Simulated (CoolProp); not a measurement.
R115 along the isotherm 500 K: fugacity coefficient from the reference equation and from simpler models built on Tc = 353.1 K, pc = 3.129 MPa, ω = 0.248; each cubic takes its own stable root.

Values from CoolProp's reference Helmholtz-energy equation of state, Lemmon 2016.

```csv
p (MPa),phase,reference
0.869,gas,0.9743
1.74,gas,0.9493
2.61,gas,0.9250
3.48,supercritical,0.9015
4.35,supercritical,0.8789
5.22,supercritical,0.8573
6.08,supercritical,0.8370
6.95,supercritical,0.8176
7.82,supercritical,0.7996
```

Task: How far does each simpler model (van der Waals, Redlich-Kwong, Soave-Redlich-Kwong, Peng-Robinson) lie from the reference over these 9 states: mean and median of the absolute difference, and the worst?

Result: 
- van der Waals: mean 4.7 %, median 4.6 %, worst -8.8 % at 500 K and 7.82 MPa
- Redlich-Kwong: mean 3.1 %, median 3.2 %, worst -5.3 % at 500 K and 7.82 MPa
- Soave-Redlich-Kwong: mean 1.5 %, median 1.4 %, worst +3.2 % at 500 K and 7.82 MPa
- Peng-Robinson: mean 1.6 %, median 1.8 %, worst -2.0 % at 500 K and 6.95 MPa
